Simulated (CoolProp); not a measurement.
CH3F (R41) at 225.15 K and 0.789 MPa is throttled through a valve to 0.12 MPa with no heat exchange. Each further row changes one setting.

Values from CoolProp's reference Helmholtz-energy equation of state, Lemmon 2006. It is a short technical equation, of lower accuracy than the large ones.

```csv
case,temperature change (K),final phase,final density (kg/m³)
as stated,-27.2,"two-phase, vapour fraction 0.120",21.3
outlet pressure 0.036 MPa,-47.3,"two-phase, vapour fraction 0.195",4.34
outlet pressure 0.156 MPa,-22.2,"two-phase, vapour fraction 0.099",32.5
```
